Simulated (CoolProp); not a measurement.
Vapour-liquid equilibrium of R114 (1) + n-pentane (2) at 1.87 bar; x and y are mole fractions of (1).

Values from CoolProp's multi-fluid Helmholtz-energy mixture model, Platzer 1990 and Thol 2019; pair parameters Bell 2016. This equation is an older, rougher fit; its heat capacities, sound speeds and derivatives of the liquid may be far off and weren't checked against measurements.

Q: Give the bubble temperature and the first vapour's composition at x = 0.65, 0.725, 0.95. Is there an azeotrope?

A: x = 0.65: 26.0 °C, y = 0.822; x = 0.725: 24.7 °C, y = 0.857; x = 0.95: 21.4 °C, y = 0.970. No azeotrope shows between x = 0.05 and 0.95.

Pair parameters are fitted to limited data, so mixtures are less certain than the pure fluids.
